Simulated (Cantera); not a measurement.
Standard-state values (1 bar) from the NASA 1993 polynomials, evaluated with Cantera. Values are per mole of reaction as written; species without (g) are pure solids or liquids, kept so even where they would boil at 1 bar.

Task: Between 823 and 1223 K, where is each reaction favourable under standard conditions?
- Sr(OH)2 → 2 OH(g) + Sr

Result: 
- Sr(OH)2 → 2 OH(g) + Sr: ΔG° is 783 kJ at 823 K and 674 kJ at 1223 K; it stays positive (K < 1). ΔH° is 998 kJ and ΔS° 265 J/K at 1223 K.
